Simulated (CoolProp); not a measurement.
Computed with CoolProp (reference Helmholtz-energy equation of state, Bücker 2006).

### Question
For isobutane, give the phase and the density (kg/m³), cp (kJ/(kg K)), Joule-Thomson coefficient (K/MPa), isothermal compressibility (1/MPa) at -12.25 °C and 7.09 bar.

### Answer
- -12.25 °C and 7.09 bar: liquid; density 595, cp 2.22, Joule-Thomson coefficient -0.391, isothermal compressibility 0.00224
